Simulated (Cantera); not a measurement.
# Catalytic combustion on Pt

An isothermal plug-flow reactor at 775 K and 0.987 atm (inlet), inlet velocity 0.34 m/s, active area per volume 380 1/m; feed 0.278 % CH4, 2.30 % O2, 95.6 % N2, 1.82 % H2O, equivalence ratio 0.24.

Computed with Cantera and Deutschmann's 1995 Pt surface mechanism with GRI-Mech 3.0 gas chemistry. Catalytic surfaces can have several steady states; this one follows from the mechanism file's or the stated starting coverage. Mass transfer to the wall is taken as infinitely fast.

```tsv
z (m)	x CH4	x O2	x H2O	x CO2	x CO	θ free Pt	θ O*	θ OH*
0.00026	0.00278	0.0230	0.0182	1.84e-6	7.23e-8	0.0481	0.948	0.00353
0.00051	0.00278	0.0230	0.0182	3.63e-6	1.29e-7	0.0482	0.948	0.00353
0.00098	0.00278	0.0230	0.0182	7.01e-6	2.08e-7	0.0482	0.948	0.00353
0.0019	0.00277	0.0230	0.0182	1.37e-5	2.97e-7	0.0482	0.948	0.00353
0.0036	0.00276	0.0229	0.0182	2.61e-5	3.55e-7	0.0482	0.948	0.00353
0.007	0.00273	0.0229	0.0183	5.09e-5	3.71e-7	0.0482	0.948	0.00354
0.014	0.00268	0.0228	0.0184	0.000101	3.65e-7	0.0483	0.948	0.00355
0.026	0.00260	0.0226	0.0185	0.000186	3.54e-7	0.0484	0.948	0.00357
```
x: gas mole fraction; θ: surface coverage.
